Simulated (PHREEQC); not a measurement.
A solution holds 60 mmol/kgw Cu(NO3)2, 1.4 mmol/kgw HBF4 and 0.088 mmol/kgw NaCl, at 25 °C. Closed to the air; pH follows from the charge balance.

Equilibrium calculation in PHREEQC: ion-association model, wateq4f.dat.

Precipitation was switched off in this run.

**Question.** Order these B species by the share of B that they hold, largest first: BF4-, H3BO3, BF2(OH)2-, BF3OH-.

**Answer.** H3BO3 (58 %), BF4- (32 %), BF3OH- (5.9 %), BF2(OH)2- (4.0 %)

The pH is 2.77 and the ionic strength 0.181 mol/kgw. Real BF4- forms and hydrolyses slowly; the run takes it at equilibrium.
